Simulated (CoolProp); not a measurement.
Vapour-liquid equilibrium of R143a (1) + R1234yf (2) at 0.0147 MPa; x and y are mole fractions of (1).

Values from CoolProp's multi-fluid Helmholtz-energy mixture model, Lemmon and Jacobsen 2000 and Lemmon 2022; pair parameters Bell 2016.

### Question
Give the bubble temperature and the first vapour's composition at x = 0.15, 0.45, 0.65. Is there an azeotrope?

### Answer
x = 0.15: 203.4 K, y = 0.341; x = 0.45: 198.1 K, y = 0.694; x = 0.65: 195.6 K, y = 0.832. No azeotrope shows between x = 0.05 and 0.95.

Pair parameters are fitted to limited data, so mixtures are less certain than the pure fluids.
